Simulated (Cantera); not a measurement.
Charge: 1 mol Ta2O5, a varied amount of H2, 0.042 mol H2O, held at 0.0133 bar.

Method: chemical equilibrium by Gibbs-energy minimisation in Cantera with the NASA 1993 tables (ideal gas, pure condensed phases). Candidate condensed phases: H2O, Ta, Ta2O5; 12 gas species. Mutual solubility and eutectic melting of coexisting phases are not modelled. Condensed phases not in the tables: N, O or C dissolved in the metal. Equilibrium is a limit: real reactors are often held back by kinetics, nucleation or transport.

Q: What condenses at these points (T in K, n(H2) in mol): (1850, 55); (1550, 25); (1350, 560); (1650, 55); (1650, 12)?

A: 
| T (K) | n(H2) in mol | condensed phases | Ta condensed (%) |
|---|---|---|---|
| 1850 | 55 | Ta + Ta2O5 | 100.0 |
| 1550 | 25 | Ta2O5 | 100.0 |
| 1350 | 560 | Ta2O5 | 100.0 |
| 1650 | 55 | Ta2O5 | 100.0 |
| 1650 | 12 | Ta2O5 | 100.0 |
